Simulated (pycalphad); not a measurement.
Computed with pycalphad from the COST 507 light-alloy database (1999), at 1 atm. These are 1990s assessments: newer ones move some temperatures and phases.

Question: How does the equilibrium phase assembly of Si-7.754Sn (wt.%) change on cooling from 1577 °C to 227 °C?

Answer: 
```json
[
 {"T (°C)": "1405.3", "phases above": "liquid", "phases below": "diamond (Si) + liquid"},
 {"T (°C)": "231.9", "phases above": "diamond (Si) + liquid", "phases below": "bct (Sn) + diamond (Si)"}
]
```
Changes were sought between steps of 50 K, so a narrower field can be missed.
